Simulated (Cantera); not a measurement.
Feed: 1 mol SiHCl3, 0.029 mol HCl, 160 mol H2.

Points: T (K) = 875, 950, 1025, 1100, 1175, 1250, 1325, 1400, 1475, 1550, 1625; P (Pa) = 100, 230, 540, 1300, 2900, 6800, 16000, 37000, 86000, 200000.

Cantera's Mixture.equilibrate('TP', solver="vcs", rtol=1e-11, max_steps=5000) on the NASA tables stopped like this:

```
ERROR: FAILURE its = 5001!

*******************************************************************************
CanteraError thrown by MultiPhase::equilibrate:
VCS solver failed. Return code: -1
*******************************************************************************
```

Task: What got this run through?

Result: One answer among several that fit: The failure is numerical, not chemical. The same input converged with solver="gibbs", rtol=1e-10, max_steps=50000, and the result passed a check of the equilibrium conditions:
```
    875        100  Si(cr)
    950        100  Si(cr)
   1025        100  Si(cr)
   1100        100  Si(cr)
   1175        100  Si(cr)
   1250        100  Si(cr)
   1325        100  Si(cr)
   1400        100  Si(cr)
   1475        100  Si(cr)
   1550        100  Si(cr)
   1625        100  Si(cr)
    875        230  Si(cr)
    950        230  Si(cr)
   1025        230  Si(cr)
   1100        230  Si(cr)
   1175        230  Si(cr)
   1250        230  Si(cr)
   1325        230  Si(cr)
   1400        230  Si(cr)
   1475        230  Si(cr)
   1550        230  Si(cr)
   1625        230  Si(cr)
    875        540  Si(cr)
    950        540  Si(cr)
   1025        540  Si(cr)
   1100        540  Si(cr)
   1175        540  Si(cr)
   1250        540  Si(cr)
   1325        540  Si(cr)
   1400        540  Si(cr)
   1475        540  Si(cr)
   1550        540  Si(cr)
   1625        540  Si(cr)
    875       1300  Si(cr)
    950       1300  Si(cr)
   1025       1300  Si(cr)
   1100       1300  Si(cr)
   1175       1300  Si(cr)
   1250       1300  Si(cr)
   1325       1300  Si(cr)
   1400       1300  Si(cr)
   1475       1300  Si(cr)
   1550       1300  Si(cr)
   1625       1300  Si(cr)
    875       2900  Si(cr)
    950       2900  Si(cr)
   1025       2900  Si(cr)
   1100       2900  Si(cr)
   1175       2900  Si(cr)
   1250       2900  Si(cr)
   1325       2900  Si(cr)
   1400       2900  Si(cr)
   1475       2900  Si(cr)
   1550       2900  Si(cr)
   1625       2900  Si(cr)
    875       6800  Si(cr)
    950       6800  Si(cr)
   1025       6800  Si(cr)
   1100       6800  Si(cr)
   1175       6800  Si(cr)
   1250       6800  Si(cr)
   1325       6800  Si(cr)
   1400       6800  Si(cr)
   1475       6800  Si(cr)
   1550       6800  Si(cr)
   1625       6800  Si(cr)
    875    1.6e+04  Si(cr)
    950    1.6e+04  Si(cr)
   1025    1.6e+04  Si(cr)
   1100    1.6e+04  Si(cr)
   1175    1.6e+04  Si(cr)
   1250    1.6e+04  Si(cr)
   1325    1.6e+04  Si(cr)
   1400    1.6e+04  Si(cr)
   1475    1.6e+04  Si(cr)
   1550    1.6e+04  Si(cr)
   1625    1.6e+04  Si(cr)
    875    3.7e+04  Si(cr)
    950    3.7e+04  Si(cr)
   1025    3.7e+04  Si(cr)
   1100    3.7e+04  Si(cr)
   1175    3.7e+04  Si(cr)
   1250    3.7e+04  Si(cr)
   1325    3.7e+04  Si(cr)
   1400    3.7e+04  Si(cr)
   1475    3.7e+04  Si(cr)
   1550    3.7e+04  Si(cr)
   1625    3.7e+04  Si(cr)
    875    8.6e+04  Si(cr)
    950    8.6e+04  Si(cr)
   1025    8.6e+04  Si(cr)
   1100    8.6e+04  Si(cr)
   1175    8.6e+04  Si(cr)
   1250    8.6e+04  Si(cr)
   1325    8.6e+04  Si(cr)
   1400    8.6e+04  Si(cr)
   1475    8.6e+04  Si(cr)
   1550    8.6e+04  Si(cr)
   1625    8.6e+04  Si(cr)
    875      2e+05  Si(cr)
    950      2e+05  Si(cr)
   1025      2e+05  Si(cr)
   1100      2e+05  Si(cr)
   1175      2e+05  Si(cr)
   1250      2e+05  Si(cr)
   1325      2e+05  Si(cr)
   1400      2e+05  Si(cr)
   1475      2e+05  Si(cr)
   1550      2e+05  Si(cr)
   1625      2e+05  Si(cr)
```

The gas is ideal and each condensed phase is pure. The tables' values for SiCl3 are old estimates.
